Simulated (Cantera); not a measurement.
**Aluminium nitride and oxide growth: AlCl₃ + NH₃ + N₂**

Feed: 1 mol AlCl₃, a varied amount of NH₃, 6.2 mol N₂, held at 725 °C and 200 Pa.

Method: chemical equilibrium by Gibbs-energy minimisation in Cantera with the NASA 1993 tables (ideal gas, pure condensed phases). Candidate condensed phases: Al, AlCl₃, AlN, NH₄Cl; 20 gas species. Rates play no part.

From 23 mol NH₃ to 450 mol NH₃ the condensed part is AlN(s). The main Al-bearing gas is AlCl₃ throughout. The share of Al in condensed phases is highest at 450 mol NH₃ (99.9 %) and lowest at 23 mol NH₃ (81.1 %).

| n(NH₃) (mol) | log p H₂ | log p N₂ | log p HCl | log p AlCl₃ | log p AlCl₂ | log p NH₃ | log p H | log p AlCl | n AlN(s) |
|---|---|---|---|---|---|---|---|---|---|
| 23 | -2.90 | -3.19 | -4.04 | -5.15 | -8.81 | -9.18 | -10.12 | -10.33 | 0.811 |
| 31 | -2.88 | -3.21 | -4.12 | -5.42 | -8.99 | -9.16 | -10.11 | -10.42 | 0.868 |
| 41 | -2.87 | -3.23 | -4.21 | -5.70 | -9.17 | -9.15 | -10.10 | -10.50 | 0.910 |
| 56 | -2.86 | -3.25 | -4.32 | -6.04 | -9.39 | -9.14 | -10.10 | -10.61 | 0.945 |
| 75 | -2.85 | -3.26 | -4.43 | -6.37 | -9.62 | -9.13 | -10.09 | -10.72 | 0.967 |
| 100 | -2.84 | -3.27 | -4.55 | -6.72 | -9.85 | -9.13 | -10.09 | -10.83 | 0.980 |
| 140 | -2.84 | -3.28 | -4.68 | -7.14 | -10.12 | -9.13 | -10.09 | -10.97 | 0.990 |
| 180 | -2.83 | -3.28 | -4.79 | -7.45 | -10.33 | -9.12 | -10.08 | -11.07 | 0.994 |
| 250 | -2.83 | -3.29 | -4.93 | -7.87 | -10.61 | -9.12 | -10.08 | -11.21 | 0.997 |
| 330 | -2.83 | -3.29 | -5.05 | -8.23 | -10.85 | -9.12 | -10.08 | -11.33 | 0.998 |
| 450 | -2.83 | -3.29 | -5.18 | -8.63 | -11.12 | -9.12 | -10.08 | -11.46 | 0.999 |
log p: log10 of the partial pressure in bar; n: condensed amount in mol.
